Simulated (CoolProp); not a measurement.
Vapour-liquid equilibrium of propane (1) + c-C4F8 (RC318) (2) at 339 K; x and y are mole fractions of (1).

Values from CoolProp's multi-fluid Helmholtz-energy mixture model, Lemmon 2009 and Platzer 1990; pair parameters Bell 2016. This equation is an older, rougher fit; its heat capacities, sound speeds and derivatives of the liquid may be far off and weren't checked against measurements.

Task: Give the bubble pressure and the first vapour's composition at x = 0.05, 0.15, 0.85. Is there an azeotrope?

Result: x = 0.05: 1.119 MPa, y = 0.141; x = 0.15: 1.398 MPa, y = 0.333; x = 0.85: 2.395 MPa, y = 0.862. y crosses x between x = 0.85 and 0.95: the model has an azeotrope there.

Pair parameters are fitted to limited data, so mixtures are less certain than the pure fluids.
